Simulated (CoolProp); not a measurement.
Values from CoolProp's reference Helmholtz-energy equation of state, Gao 2020.

Task: For ammonia, give the phase and the speed of sound (m/s), Joule-Thomson coefficient (K/MPa), isothermal compressibility (1/MPa), viscosity (µPa s) at 335.9 K and 0.989 MPa.

Result: 
- 335.9 K and 0.989 MPa: gas; speed of sound 442, Joule-Thomson coefficient 17.8, isothermal compressibility 1.09, viscosity 11.4

Viscosity comes from a separate model (Fenghour 1995).
